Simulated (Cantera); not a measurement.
What does this Cantera script print?

```python
import numpy as np
import cantera as ct

gas_names = """
    H HNO HNO2 HNO3 HO2 H2 H2O H2O2 N NH NH2 NH3 NH2OH NO NO2 NO3 N2 N2H2 N2H4 N2O O OH O2 O3 V VN VO
    VO2
""".split()
cond_names = """
    H2O(s) H2O(L) V(cr) V(L) VN(s) VO(s) VO(L) V2O3(s) V2O3(L) V2O4(I) V2O4(II) V2O4(L) V2O5(s) V2O5(L)
""".split()


def load(file, names, dense=False):
    # The tables refer to 1 bar. Condensed volumes are neglected.
    table = {s.name: s for s in ct.Species.list_from_file(file)}
    out = []
    for n in names:
        d = dict(table[n].input_data)
        d["thermo"] = dict(d["thermo"], **{"reference-pressure": 1e5})
        if dense:
            d["equation-of-state"] = {"model": "constant-volume", "density": "1e6 g/cm^3"}
        out.append(ct.Species.from_dict(d))
    return out


gas = ct.Solution(thermo="ideal-gas", species=load("nasa_gas.yaml", gas_names))
cond = {s.name: ct.Solution(thermo="fixed-stoichiometry", species=[s], name=s.name)
        for s in load("nasa_condensed.yaml", cond_names, dense=True)}
atoms = {
    'V2O5': {'V': 2, 'O': 5},
    'H2': {'H': 2},
    'N2': {'N': 2},
}
top_T = {'VN(s)': 2300}  # K; cautious upper limits of use, not melting points


def equilibrate(T, P, feed):
    n = {}
    for name, mol in feed.items():
        for a, k in atoms[name].items():
            n[a] = n.get(a, 0.0) + k * mol
    gas.TPX = T, P, n
    mass = sum(n.values()) * gas.mean_molecular_weight
    gas.equilibrate("TP")
    valid = [c for c in cond.values() if c.min_temp <= T <= top_T.get(c.name, c.max_temp)]
    mix = ct.Mixture([(gas, mass / gas.mean_molecular_weight)] + [(c, 0.0) for c in valid])
    mix.T, mix.P = T, P
    mix.equilibrate("TP", solver="vcs", rtol=1e-11, max_steps=5000)
    return mix


results = []
feed = {'V2O5': 1, 'H2': 52, 'N2': 12}  # mol
T = 2100  # K
P = 13332.2  # Pa
mix = equilibrate(T, P, feed)
results.append((T, P, feed, dict(zip(mix.species_names, mix.species_moles))))
print(gas.report(threshold=0.001))
for i in range(1, mix.n_phases):
    print(f"{mix.phase(i).name:16s} {mix.phase_moles(i):12.5e} mol")
```

Result:

```
       temperature   2100 K
          pressure   13332 Pa
           density   0.0056856 kg/m^3
  mean mol. weight   7.4461 kg/kmol
   phase of matter   gas

                          1 kg             1 kmol
                     ---------------   ---------------
          enthalpy        6.8471e+06        5.0984e+07  J
   internal energy        4.5022e+06        3.3524e+07  J
           entropy             30459         2.268e+05  J/K
    Gibbs function       -5.7116e+07       -4.2529e+08  J
 heat capacity c_p            4747.2             35348  J/K
 heat capacity c_v            3630.6             27034  J/K

                      mass frac. Y      mole frac. X     chem. pot. / RT
                     ---------------   ---------------   ---------------
                 H         0.0010145         0.0074942           -10.956
                H2           0.20883           0.77132           -21.912
               H2O          0.082109          0.033938           -46.935
                N2            0.7024            0.1867             -30.8
     [  +24 minor]         0.0056476        0.00055135

V(cr)             0.00000e+00 mol
VN(s)             0.00000e+00 mol
VO(L)             3.92821e-01 mol
V2O3(s)           7.87188e-01 mol
V2O4(L)           0.00000e+00 mol
V2O5(L)           0.00000e+00 mol
```

These are equilibrium values from Cantera (NASA tables, ideal gas, pure condensed phases), not measurements of a reactor. Mutual solubility and eutectic melting of coexisting phases are not modelled. VO: taken at fixed stoichiometry. Condensed phases not in the tables: the oxides between V2O3 and V2O5 other than VO2.
